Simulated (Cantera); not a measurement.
# Silicon epitaxy and polysilicon growth: Si₃H₈ + Cl₂ + H₂

Input: 1 mol Si₃H₈, 0.45 mol Cl₂, 240 mol H₂, equilibrated at 627 °C and 0.320 bar.

These are equilibrium values from Cantera (NASA tables, ideal gas, pure condensed phases), not measurements of a reactor. Candidate condensed phases: Si; 19 gas species. The feed counts by its element totals alone. Equilibrium is a limit: real reactors are often held back by kinetics, nucleation or transport.

```json
{
  "x(H₂)": "0.998",
  "x(HCl)": "0.00133",
  "x(SiHCl₃)": "0.000441",
  "x(SiCl₄)": "0.000208",
  "x(SiH₂Cl₂)": "8.89e-5",
  "x(SiH₃Cl)": "4.37e-6",
  "x(SiCl₃)": "3.25e-6",
  "x(SiCl₂)": "2.42e-6",
  "n(Si(s))": "2.82 mol",
  "gas_amount": "244.3 mol"
}
```
